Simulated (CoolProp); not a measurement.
Values from CoolProp's reference Helmholtz-energy equation of state, Lemmon 2003. It is a pseudo-pure fit of the blend.

**Question.** For R507A, give the phase and the cp (kJ/(kg K)), cv (kJ/(kg K)), speed of sound (m/s), viscosity (µPa s) at 341.6 K and 0.461 MPa; 354.8 K and 0.461 MPa; 447.2 K and 0.461 MPa.

**Answer.** 
- 341.6 K and 0.461 MPa: gas; cp 0.972, cv 0.865, speed of sound 171, viscosity 14.0
- 354.8 K and 0.461 MPa: gas; cp 0.988, cv 0.885, speed of sound 175, viscosity 14.6
- 447.2 K and 0.461 MPa: gas; cp 1.11, cv 1.02, speed of sound 199, viscosity 18.0

Viscosity comes from a separate model (Geller 2000).
